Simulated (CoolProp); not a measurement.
A closed Brayton cycle with carbon dioxide: compressor inlet 322.15 K and 9.2 MPa, high pressure 31 MPa, turbine inlet 830 K, compressor efficiency 0.8, turbine efficiency 0.9, recuperator effectiveness 0 (on enthalpy, no pinch check). Each further row changes one setting.

The numbers come from the reference Helmholtz-energy equation of state, Span 1996 in CoolProp.

```
case                           thermal efficiency (%)  net work (kJ/kg)  compressor to turbine work  compressor exit (K)  turbine exit (K)
-----------------------------  ----------------------  ----------------  --------------------------  -------------------  ----------------
as stated                                         ___              97.0                        0.39                411.8             684.8
turbine inlet 780 K                               ___              85.9                        0.41                411.8             639.9
compressor inlet 332.15 K                        16.2              85.8                        0.46                  ___             684.8
high pressure 26.3 MPa                           15.1               ___                        0.36                399.1               ___
recuperator effectiveness 0.5                     ___              97.0                        0.39                411.8             684.8
```

Task: Some entries are withheld; supply them.

Result: 
- as stated, thermal efficiency (%): 17.0
- turbine inlet 780 K, thermal efficiency (%): 16.9
- compressor inlet 332.15 K, compressor exit (K): 436.6
- high pressure 26.3 MPa, net work (kJ/kg): 88.2
- high pressure 26.3 MPa, turbine exit (K): 703.8
- recuperator effectiveness 0.5, thermal efficiency (%): 23.5
